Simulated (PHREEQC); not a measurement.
Consider water at 25 °C with 0.2 mol/kgw HF, 0.00016 mol/kgw KF and 0.0021 mol/kgw (NH4)2SiF6. Closed to the air; pH follows from the charge balance.

Equilibrium calculation in PHREEQC: ion-association model, wateq4f.dat.

Question: The ionic strength comes out as 0.0183 mol/kgw. What activity coefficients do HF2-, F-, K+, SiF6-2, H+ get?

Answer: HF2- 0.87, F- 0.87, K+ 0.87, SiF6-2 0.59, H+ 0.89.

Precipitation was switched off in this run. wateq4f.dat counts part of the HF as a dimer, H2F2, which phreeqc.dat doesn't know; its constant is uncertain. SiF6-2 is the database's only silicon fluoride.
